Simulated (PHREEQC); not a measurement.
Dissolve 0.00037 mol/kgw (NH4)2CO3 at 25 °C. Closed to the air; pH follows from the charge balance.

The numbers come from PHREEQC with the ion-association model, phreeqc.dat.

| Quantity | Result |
|---|---|
| pH | 9.16 |
| ionic strength | 0.000435 mol/kgw |
| total alkalinity | 0.740 meq/kg |

```csv
species,molality,activity,log γ
NH4+,0.000410,0.000400,-0.010
HCO3-,0.000344,0.000336,-0.010
NH3,0.000330,0.000330,0.000
CO3-2,2.51e-5,2.29e-5,-0.041
OH-,1.50e-5,1.47e-5,-0.010
CO2,5.22e-7,5.22e-7,0.000
```

Precipitation was switched off in this run. Species that the database lacks are ignored.
